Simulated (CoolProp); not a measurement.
Saturated liquid density (kg/m³) of c-C4F8 (RC318): the reference equation beside estimates from Tc = 115.2 °C, pc = 27.78 bar, ω = 0.355.

The numbers come from the reference Helmholtz-energy equation of state, Platzer 1990 in CoolProp. This equation is an older, rougher fit; its heat capacities, sound speeds and derivatives of the liquid may be far off and weren't checked against measurements.

```tsv
T (°C)	reference	Redlich-Kwong	Soave-Redlich-Kwong
-2.55	1603	1429	1511
3.65	1580	1404	1488
9.75	1558	1379	1464
15.95	1534	1353	1439
22.15	1510	1326	1412
28.35	1485	1297	1384
34.55	1459	1268	1355
40.65	1432	1237	1324
46.85	1404	1205	1291
53.05	1375	1171	1256
```

Absolute difference from the reference over all 10 rows, mean and median: Redlich-Kwong 12.6 and 12.4 %, Soave-Redlich-Kwong 6.8 and 6.6 %.
